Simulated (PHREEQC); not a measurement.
0.14 g of hydrous ferric oxide (600 m²/g; 0.2 weak and 0.005 strong sites per Fe, Dzombak-Morel constants, diffuse double layer) in 1 kg of water with 0.1 mol/kgw of an inert sodium salt and 3.7e-07 mol NaH2PO4, 4.8e-06 mol ZnSO4 and 1.2e-06 mol CuCl2, at 25 °C; the pH is set by adding NaOH or the inert anion's acid. Oxygen alone is held at its pressure in air (log pO2 = -0.68). CO2 from the air is kept out. No solid was allowed to form.

Base run: PHREEQC, ion-association model, wateq4f.dat. Each further column changes one thing. The table gives Cu sorbed (%).

| pH | base | no electrostatic term (-no_edl) | background salt from 0.1 to 0.01 mol/kgw | oxide from 0.14 to 0.7 g/kgw | 7.8e-05 mol/kgw NaF added |
|---|---|---|---|---|---|
| 3 | 0.0 | 0.0 | 0.0 | 0.1 | 0.0 |
| 3.5 | 0.1 | 0.1 | … | 0.7 | 0.1 |
| 4 | 1.3 | 1.5 | 1.5 | 6.1 | 1.3 |
| 5 | 46.1 | 58.3 | 45.8 | 81.3 | 47.5 |
| 5.5 | 85.8 | 92.6 | … | 97.0 | … |
| 6 | 97.4 | 99.0 | 97.5 | 99.6 | 97.6 |
| 6.5 | 99.5 | 99.8 | 99.5 | 99.9 | 99.5 |
| 7.5 | 99.9 | 100.0 | 99.9 | 100.0 | 99.9 |
| 8 | 99.9 | 99.9 | 99.9 | 100.0 | 99.9 |
| 8.5 | 99.9 | 99.7 | 99.9 | 100.0 | 99.9 |
| 9 | 99.8 | 98.7 | 99.9 | 100.0 | 99.8 |
| 10 | 99.7 | … | 99.8 | 100.0 | 99.7 |
| 10.5 | 99.4 | … | 99.8 | 99.9 | 99.4 |
| 11 | 98.7 | 2.6 | 99.6 | 99.9 | 98.7 |

**Question.** What belongs in the gaps?

**Answer.** 
- 3.5, background salt from 0.1 to 0.01 mol/kgw: 0.2
- 5.5, background salt from 0.1 to 0.01 mol/kgw: 85.7
- 5.5, 7.8e-05 mol/kgw NaF added: 86.6
- 10, no electrostatic term (-no_edl): 59.2
- 10.5, no electrostatic term (-no_edl): 16.1

H3PO4, which wateq4f.dat lacks, is added to it with the constant of phreeqc.dat. The database has no phosphate complexes of Cu, Zn. The database's constant for dissolved Cu(OH)2 is higher than later reviews accept. The oxide is taken as insoluble; below pH 4 it would dissolve.
